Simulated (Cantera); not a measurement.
An isothermal, constant-pressure homogeneous reactor starts with N₂O : H₂O = 1 : 0.057 (molar parts), at 1123 K and 0.300 bar.

Detailed kinetics in Cantera: GRI-Mech 3.0 (53 species, 325 reactions). GRI-Mech 3.0 was tuned for natural gas; its chemistry of N2O as a main component is partial and can be far from experiment. The mechanism lacks the step 2 NO + O2 → 2 NO2, which can matter for NO2 below about 1400 K. The temperature is held fixed by assumption; the heat of reaction is taken as removed at once.

x: mole fraction; the columns are a selection and need not sum to one.

```
t (s)     x N₂O      x NO      x N₂     x NO₂      x O      x O₂
--------  -----  --------  --------  --------  -------  --------
0.000500  0.946   1.57e-6   2.10e-5  1.67e-10  6.01e-7   9.55e-6
0.00152   0.946       ___       ___       ___  6.00e-7       ___
0.00460   0.946   1.46e-5  0.000202   5.30e-7  5.98e-7   9.37e-5
0.0140    0.945   3.90e-5  0.000620   6.89e-6  5.97e-7  0.000291
0.0423    0.943  0.000100   0.00190   3.86e-5  5.92e-7  0.000891
0.128     0.937  0.000273   0.00575  0.000140  5.72e-7   0.00270
0.389     0.920  0.000862    0.0171  0.000326  5.37e-7   0.00811
1.18      0.871   0.00278    0.0496  0.000503  5.02e-7    0.0237
3.58      0.743   0.00790     0.134  0.000559  4.71e-7    0.0646
10.9      0.482    0.0181     0.306  0.000455  4.25e-7     0.148
33.0      0.169    0.0291     0.513  0.000285  3.08e-7     0.249
100         ___       ___       ___       ___      ___       ___
```

### Question
Fill in the missing entries.

### Answer

- 0.00152, x NO: 4.92e-6
- 0.00152, x N₂: 6.54e-5
- 0.00152, x NO₂: 1.24e-8
- 0.00152, x O₂: 3.01e-5
- 100, x N₂O: 0.0184
- 100, x NO: 0.0322
- 100, x N₂: 0.614
- 100, x NO₂: 0.000205
- 100, x O: 7.85e-8
- 100, x O₂: 0.299
